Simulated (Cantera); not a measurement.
Source: NASA polynomial tables (part measured, part estimated), evaluated in Cantera. Values are per mole of reaction as written; species without (g) are pure solids or liquids, kept so even where they would boil at 1 bar.

Q: Between 625 and 1525 K, where is each reaction favourable under standard conditions?
- 3 MgCl2(g) + 2 NF3(g) = 2 N(g) + 3 Cl2(g) + 3 MgF2

A: 
- 3 MgCl2(g) + 2 NF3(g) = 2 N(g) + 3 Cl2(g) + 3 MgF2: ΔG° is -865 kJ at 625 K and -737 kJ at 1525 K; it stays negative (K > 1). ΔH° is -925 kJ and ΔS° -123 J/K at 1525 K.
